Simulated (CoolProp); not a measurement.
A closed Brayton cycle with nitrogen: compressor inlet 333.15 K and 0.34 MPa, high pressure 0.664 MPa, turbine inlet 870 K, compressor efficiency 0.85, turbine efficiency 0.9, recuperator effectiveness 0.9 (on enthalpy, no pinch check). Each further row changes one setting.

Values from CoolProp's reference Helmholtz-energy equation of state, Span 2000.

```tsv
case	thermal efficiency (%)	net work (kJ/kg)	compressor to turbine work	compressor exit (K)	turbine exit (K)
as stated	32.0	57.0	0.60	415.6	743.1
turbine inlet 820 K	29.5	48.7	0.64	415.6	?
compressor inlet 343.15 K	?	54.4	0.62	428.0	743.1
high pressure 0.564 MPa	?	?	0.57	?	772.3
recuperator effectiveness 0.5	17.9	57.0	0.60	415.6	743.1
```

Problem. Fill in the missing entries.

Solution. 
- turbine inlet 820 K, turbine exit (K): 699.2
- compressor inlet 343.15 K, thermal efficiency (%): 30.7
- high pressure 0.564 MPa, thermal efficiency (%): 31.0
- high pressure 0.564 MPa, net work (kJ/kg): 46.9
- high pressure 0.564 MPa, compressor exit (K): 394.0
